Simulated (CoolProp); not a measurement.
The fluid at 411.03 K and 1.58 MPa is throttled through a valve to 0.303 MPa with no heat exchange. The same conditions are run with several fluids, on thermodynamics alone (safety and materials aside).

The numbers come from the reference Helmholtz-energy equation of state of each fluid (n-perfluorohexane: Gao 2022; methanol: de Reuck 1993; tetrahydrofuran: Fiedler 2023; isohexane: Lemmon 2006; n-hexane: Thol 2019) in CoolProp.

```tsv
fluid	temperature change (K)	final phase	final density (kg/m³)
n-perfluorohexane	-44.0	two-phase, vapour fraction 0.725	53.3
methanol	-42.7	two-phase, vapour fraction 0.139	24.2
tetrahydrofuran	-33.7	two-phase, vapour fraction 0.187	38.1
isohexane	-38.6	two-phase, vapour fraction 0.364	25.1
n-hexane	-29.6	two-phase, vapour fraction 0.271	32.5
```
